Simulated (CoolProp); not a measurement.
500 sccm (0 °C, 1 atm) of nitrogen bubbles through liquid ethanol at 320.5 K and leaves saturated at a total pressure of 0.15 MPa (ideal gas phase). Each further row changes one setting.

Computed with CoolProp (reference Helmholtz-energy equation of state, Schroeder 2014).

```tsv
case	vapour pressure (kPa)	mole fraction of vapour	delivery (mg/min)	delivery (sccm)	change of delivery for a bath 1 K warmer (%)
as stated	25.9	0.172	214	104	6.1
bath temperature 325.5 K	32.9	0.219	289	140	6.3
total pressure 0.3 MPa	25.9	0.0862	97.0	47.2	5.5
```
